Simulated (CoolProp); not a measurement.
Vapour pressure (bar) of hexamethyldisiloxane (MM): the reference equation beside estimates from Tc = 245.6 °C, pc = 19.31 bar, ω = 0.418. Clausius-Clapeyron is anchored at 147.85 °C with a constant enthalpy of vaporisation of 26.79 kJ/mol.

Computed with CoolProp (reference Helmholtz-energy equation of state, Thol 2016).

```
T (°C)  reference  Clausius-Clapeyron  van der Waals  Redlich-Kwong  Soave-Redlich-Kwong  Peng-Robinson
------  ---------  ------------------  -------------  -------------  -------------------  -------------
112.55      1.419               1.660          5.232          2.756                1.427          1.419
118.45      1.658               1.883          5.631          3.098                1.671          1.659
124.35      1.927               2.127          6.050          3.470                1.946          1.930
130.15      2.223               2.390          6.480          3.864                2.249          2.228
136.05      2.559               2.682          6.938          4.296                2.594          2.566
141.95      2.931               2.999          7.415          4.761                2.977          2.943
147.85      3.344               3.344          7.912          5.259                3.402          3.360
153.75      3.799               3.717          8.430          5.791                3.871          3.822
159.65      4.300               4.120          8.969          6.360                4.388          4.332
165.55      4.850               4.554          9.529          6.965                4.955          4.891
171.45      5.451               5.020          10.11          7.607                5.576          5.504
177.35      6.107               5.519          10.71          8.289                6.254          6.174
```

Absolute difference from the reference over all 12 rows, mean and median: Clausius-Clapeyron 7.1 and 6.8 %, van der Waals 155.2 and 144.8 %, Redlich-Kwong 61.8 and 59.9 %, Soave-Redlich-Kwong 1.6 and 1.7 %, Peng-Robinson 0.5 and 0.4 %.
